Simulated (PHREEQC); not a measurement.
0.084 g of hydrous ferric oxide (600 m²/g; 0.2 weak and 0.005 strong sites per Fe, Dzombak-Morel constants, diffuse double layer) in 1 kg of water with 0.3 mol/kgw of an inert sodium salt, at 25 °C; the pH is set by adding NaOH or the inert anion's acid. O2 is buffered at 0.21 atm. No CO2 enters from the air. No solid was allowed to form.

All values are PHREEQC results (ion-association model, wateq4f.dat), not measurements.

```json
[
 {"pH": "4", "surface charge σ (C/m²)": "0.349", "surface potential ψ (mV)": "123"},
 {"pH": "4.5", "surface charge σ (C/m²)": "0.318", "surface potential ψ (mV)": "[?]"},
 {"pH": "5", "surface charge σ (C/m²)": "[?]", "surface potential ψ (mV)": "110"},
 {"pH": "5.5", "surface charge σ (C/m²)": "0.210", "surface potential ψ (mV)": "[?]"},
 {"pH": "6", "surface charge σ (C/m²)": "0.154", "surface potential ψ (mV)": "83"},
 {"pH": "6.5", "surface charge σ (C/m²)": "0.106", "surface potential ψ (mV)": "65"},
 {"pH": "7", "surface charge σ (C/m²)": "0.066", "surface potential ψ (mV)": "46"},
 {"pH": "7.5", "surface charge σ (C/m²)": "[?]", "surface potential ψ (mV)": "[?]"},
 {"pH": "8", "surface charge σ (C/m²)": "0.006", "surface potential ψ (mV)": "5"},
 {"pH": "8.5", "surface charge σ (C/m²)": "-0.021", "surface potential ψ (mV)": "[?]"},
 {"pH": "9", "surface charge σ (C/m²)": "-0.051", "surface potential ψ (mV)": "-38"},
 {"pH": "9.5", "surface charge σ (C/m²)": "[?]", "surface potential ψ (mV)": "[?]"},
 {"pH": "10", "surface charge σ (C/m²)": "-0.132", "surface potential ψ (mV)": "-75"}
]
```

Complete the blanks.


- 4.5, surface potential ψ (mV): 118
- 5, surface charge σ (C/m²): 0.269
- 5.5, surface potential ψ (mV): 98
- 7.5, surface charge σ (C/m²): 0.034
- 7.5, surface potential ψ (mV): 26
- 8.5, surface potential ψ (mV): -17
- 9.5, surface charge σ (C/m²): -0.087
- 9.5, surface potential ψ (mV): -57
